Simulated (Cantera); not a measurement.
Input: 1 mol CuO, 0.84 mol C, 18 mol H2, at 1025 K and 8700 Pa.

Equilibrium computed with Cantera from the NASA thermochemical tables; the gas is ideal and each condensed phase is pure. Candidate condensed phases: C, C6H6, C7H8, C8H18, Cu, CuO, Cu(OH)2, Cu2O, H2O; 113 gas species. Kinetics and transport are ignored.

### Question
What is the equilibrium state?

### Answer
```json
{
  "x(H2)": "0.947",
  "x(CO)": "0.0435",
  "x(H2O)": "0.00862",
  "x(CH4)": "0.000632",
  "x(CO2)": "0.000514",
  "n(Cu(s))": "1.00 mol",
  "gas_amount": "18.82 mol",
  "log10 activity of C(graphite) (absent)": "-0.96",
  "log10 activity of Cu(OH)2(s) (absent)": "-14.84"
}
```
